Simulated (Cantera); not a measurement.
A closed system holds: 1 mol CH4, a varied amount of O2, 9.9 mol H2, at 1648.15 K and 76.0 Pa.

Equilibrium computed with Cantera from the NASA thermochemical tables; the gas is ideal and each condensed phase is pure. Candidate condensed phases: C, C6H6, C7H8, C8H18, H2O; 110 gas species. Rates play no part.

**Question.** Which condensed phases are stable at each of these points (n(O2) (mol)): 0.13, 0.32, 0.51, 0.7, 0.89, 1.1, 1.3, 1.5, 1.7, 1.8?

**Answer.** 
| n(O2) (mol) | condensed phases | C condensed (%) |
|---|---|---|
| 0.13 | C(graphite) | 73.9 |
| 0.32 | C(graphite) | 35.9 |
| 0.51 | gas only | 0.0 |
| 0.7 | gas only | 0.0 |
| 0.89 | gas only | 0.0 |
| 1.1 | gas only | 0.0 |
| 1.3 | gas only | 0.0 |
| 1.5 | gas only | 0.0 |
| 1.7 | gas only | 0.0 |
| 1.8 | gas only | 0.0 |

From 0.13 mol O2 to 0.32 mol O2 the condensed part is C(graphite). From 0.51 mol O2 to 1.8 mol O2 nothing is condensed.
